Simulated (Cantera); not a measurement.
SiH2Cl2 + N2 (silicon nitride deposition)

Charge: 1 mol SiH2Cl2, 1.6 mol N2, at 14.0 Pa.

Method: chemical equilibrium by Gibbs-energy minimisation in Cantera with the NASA 1993 tables (ideal gas, pure condensed phases). Candidate condensed phases: NH4Cl, Si, Si3N4; 28 gas species. N2 is the only nitrogen source here; it is nearly inert below about 1500 K, so the nitride shown seldom forms there in practice. The tables' values for SiCl, SiCl3, SiN are old estimates; treat these amounts as uncertain. Equilibrium is a limit: real reactors are often held back by kinetics, nucleation or transport.

From 777 °C to 1227 °C the condensed part is Si3N4(s). At 1377 °C the condensed part is Si(s). At 1527 °C the condensed part is Si(l). From 1677 °C to 1827 °C nothing is condensed. The main Si-bearing gas is SiCl4 at 777 °C and Si at 1827 °C.

```json
[
 {"T (°C)": "777", "x HCl": "0.443", "x N2": "0.367", "x H2": "0.126", "x SiCl2": "0.000565", "x Si": "<1e-12", "x Cl": "7.82e-7", "x H": "2.43e-7", "x SiCl4": "0.0615", "x SiCl": "8.12e-12", "x SiCl3": "0.00139", "n Si3N4(s)": "0.272", "n Si(s)": "0", "n Si(l)": "0"},
 {"T (°C)": "927", "x HCl": "0.437", "x N2": "0.367", "x H2": "0.121", "x SiCl2": "0.0252", "x Si": "6.69e-11", "x Cl": "1.82e-5", "x H": "5.79e-6", "x SiCl4": "0.0396", "x SiCl": "1.76e-8", "x SiCl3": "0.0107", "n Si3N4(s)": "0.259", "n Si(s)": "0", "n Si(l)": "0"},
 {"T (°C)": "1077", "x HCl": "0.288", "x N2": "0.392", "x H2": "0.164", "x SiCl2": "0.145", "x Si": "1.44e-7", "x Cl": "0.000120", "x H": "8.15e-5", "x SiCl4": "0.00274", "x SiCl": "3.67e-6", "x SiCl3": "0.00892", "n Si3N4(s)": "0.164", "n Si(s)": "0", "n Si(l)": "0"},
 {"T (°C)": "1227", "x HCl": "0.133", "x N2": "0.420", "x H2": "0.223", "x SiCl2": "0.221", "x Si": "6.52e-5", "x Cl": "0.000338", "x H": "0.000703", "x SiCl4": "4.83e-5", "x SiCl": "0.000158", "x SiCl3": "0.00183", "n Si3N4(s)": "0.0775", "n Si(s)": "0", "n Si(l)": "0"},
 {"T (°C)": "1377", "x HCl": "0.115", "x N2": "0.442", "x H2": "0.217", "x SiCl2": "0.217", "x Si": "0.00191", "x Cl": "0.00149", "x H": "0.00358", "x SiCl4": "4.38e-6", "x SiCl": "0.00128", "x SiCl3": "0.000657", "n Si3N4(s)": "0", "n Si(s)": "0.202", "n Si(l)": "0"},
 {"T (°C)": "1527", "x HCl": "0.116", "x N2": "0.429", "x H2": "0.203", "x SiCl2": "0.204", "x Si": "0.0227", "x Cl": "0.00594", "x H": "0.0136", "x SiCl4": "7.72e-7", "x SiCl": "0.00596", "x SiCl3": "0.000312", "n Si3N4(s)": "0", "n Si(s)": "0", "n Si(l)": "0.129"},
 {"T (°C)": "1677", "x HCl": "0.143", "x N2": "0.393", "x H2": "0.155", "x SiCl2": "0.154", "x Si": "0.0773", "x Cl": "0.0265", "x H": "0.0381", "x SiCl4": "2.70e-7", "x SiCl": "0.0127", "x SiCl3": "0.000183", "n Si3N4(s)": "0", "n Si(s)": "0", "n Si(l)": "0"},
 {"T (°C)": "1827", "x HCl": "0.162", "x N2": "0.345", "x H2": "0.0945", "x SiCl2": "0.0768", "x Si": "0.124", "x Cl": "0.102", "x H": "0.0809", "x SiCl4": "7.99e-8", "x SiCl": "0.0145", "x SiCl3": "7.86e-5", "n Si3N4(s)": "0", "n Si(s)": "0", "n Si(l)": "0"}
]
```
x: gas mole fraction; n: condensed amount in mol.
